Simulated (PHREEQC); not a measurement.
# Nickel, zinc or cadmium bath: speciation

Dissolve 0.0018 mol CdCl2, 0.1 mol NaCl and 4.7e-05 mol HCl per kg of water at 25 °C. Closed to the air; pH follows from the charge balance.

Computed with PHREEQC (ion-association model, wateq4f.dat).

No solid was allowed to form.

Problem. Predict the pH.

Solution. pH 4.41.

Problem. In which forms is Cd present?

Solution. CdCl+ 65 %, Cd+2 18 %, CdCl2 16 %, CdCl3- 1.0 % of the Cd.

Complexes and solids missing from the database can't appear.
